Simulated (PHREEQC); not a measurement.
**Alkaline etch or developer: an equilibrium model**

Solution (25 °C and 10 atm): 81 mmol/kgw NH3 and 2.4 mmol/kgw Na2SiO3. Closed to the air; pH follows from the charge balance.

Model: ion-association model, phreeqc.dat, run in PHREEQC.

```
Quantity                    Value
----------------  ---------------
pH                          11.43
ionic strength    0.00542 mol/kgw
total alkalinity      85.8 meq/kg
```

```
species   molality  activity   log γ
--------  --------  --------  ------
NH3         0.0804    0.0805   0.001
Na+        0.00480   0.00444  -0.034
OH-        0.00297   0.00274  -0.035
H3SiO4-    0.00229   0.00212  -0.034
NH4+      0.000571  0.000526  -0.035
H2SiO4-2   5.33e-5   3.92e-5  -0.133
```

No solid was allowed to form.
